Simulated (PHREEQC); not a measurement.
0.31 g of hydrous ferric oxide (600 m²/g; 0.2 weak and 0.005 strong sites per Fe, Dzombak-Morel constants, diffuse double layer) in 1 kg of water with 0.001 mol/kgw of an inert sodium salt and 0.00011 mol/kgw BaCl2 and 0.00017 mol/kgw CuCl2, at 25 °C; the pH is set by adding NaOH or the inert anion's acid. Oxygen alone is held at its pressure in air (log pO2 = -0.68). CO2 from the air is kept out. No solid was allowed to form.

The series has 17 steps of pH, from 3 to 9.

Computed with PHREEQC (ion-association model, wateq4f.dat).

Problem. Near which pH is half of the Cu sorbed, and on which side is more sorbed?

Solution. Near pH 5.4, with more sorbed at higher pH.

Problem. At which pH does the surface charge pass through zero?

Solution. Near pH 8.7.

The database's constant for dissolved Cu(OH)2 is higher than later reviews accept. The oxide is taken as insoluble; below pH 4 it would dissolve.
